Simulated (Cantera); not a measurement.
# Adiabatic ignition

An adiabatic, constant-pressure homogeneous reactor starts with H2 : O2 : N2 = 1 : 0.278 : 1.04 (molar parts), equivalence ratio 1.8, at 1100 K and 180000 Pa.

Model: GRI-Mech 3.0 (53 species, 325 reactions), integrated in Cantera.

```tsv
t (s)	T (K)	x H2	x O2	x N2O	x H2O	x OH	x NO	x NO2
3.00e-6	1100	0.431	0.120	<1e-12	1.57e-9	8.13e-11	<1e-12	<1e-12
1.18e-5	1100	0.431	0.120	<1e-12	5.40e-8	9.44e-10	<1e-12	<1e-12
4.68e-5	1100	0.431	0.120	5.73e-12	7.57e-5	1.09e-6	<1e-12	<1e-12
0.000185	2628	0.207	0.000269	2.68e-8	0.260	0.00706	7.39e-5	1.96e-9
0.000729	2675	0.210	0.000153	3.16e-8	0.263	0.00555	0.000212	5.74e-9
0.00288	2673	0.210	0.000150	3.63e-8	0.263	0.00550	0.000535	1.44e-8
0.0114	2673	0.210	0.000149	3.90e-8	0.262	0.00548	0.000652	1.75e-8
0.0449	2673	0.210	0.000149	3.90e-8	0.262	0.00548	0.000652	1.75e-8
0.177	2673	0.210	0.000149	3.90e-8	0.262	0.00548	0.000652	1.75e-8
0.700	2673	0.210	0.000149	3.90e-8	0.262	0.00548	0.000652	1.75e-8
```
x: mole fraction; the columns are a selection and need not sum to one.

```json
{
  "time_of_steepest_temperature_rise": "71.3 µs",
  "temperature at 0.700 s": "2673 K",
  "equilibrium_temperature": "2673 K",
  "x(H2) at 0.700 s": "0.210 (gas-phase equilibrium 0.210)",
  "x(O2) at 0.700 s": "0.000149 (gas-phase equilibrium 0.000149)",
  "x(N2O) at 0.700 s": "3.90e-8 (gas-phase equilibrium 3.90e-8)"
}
```
